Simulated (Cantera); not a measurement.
**Moist CO burnout**

An isothermal, constant-pressure homogeneous reactor starts with CO : O₂ : H₂O : N₂ = 0.0065 : 0.0034 : 0.0024 : 1 (molar parts), at 1475 K and 1.38 atm.

Model: GRI-Mech 3.0 (53 species, 325 reactions), integrated in Cantera.

```
t (s)         x CO      x O₂    x H₂O       x H    x CO₂      x H₂
--------  --------  --------  -------  --------  -------  --------
3.00e-5    0.00642   0.00336  0.00237  3.20e-11  1.57e-9    <1e-12
6.31e-5    0.00642   0.00336  0.00237  1.71e-10  3.49e-9  9.64e-12
0.000133   0.00642   0.00336  0.00237  8.60e-10  8.67e-9  1.05e-10
0.000279   0.00642   0.00336  0.00237   4.42e-9  2.93e-8   1.11e-9
0.000588   0.00642   0.00336  0.00237   3.60e-8  2.11e-7   1.52e-8
0.00124    0.00641   0.00335  0.00237   1.50e-6  8.74e-6   7.63e-7
0.00260    0.00488   0.00252  0.00200  0.000369  0.00155  0.000125
0.00548    0.00186   0.00114  0.00191  0.000433  0.00457  0.000195
0.0115    0.000969  0.000671  0.00215  0.000141  0.00547  0.000119
0.0242    0.000545  0.000442  0.00226   4.98e-5  0.00589   7.05e-5
0.0510    0.000310  0.000314  0.00231   1.87e-5  0.00613   4.16e-5
0.107     0.000174  0.000240  0.00234   7.12e-6  0.00627   2.40e-5
0.226      9.53e-5  0.000197  0.00236   2.68e-6  0.00635   1.33e-5
0.475      5.00e-5  0.000173  0.00237   9.78e-7  0.00639   7.10e-6
1.00       2.50e-5  0.000159  0.00237   3.40e-7  0.00642   3.59e-6
```
x: mole fraction; the columns are a selection and need not sum to one.

Equilibrium at this temperature and pressure: CO 1.58e-6, O₂ 0.000134, H₂O 0.00238, H 5.36e-9, CO₂ 0.00644, H₂ 2.35e-7 (gas phase only).
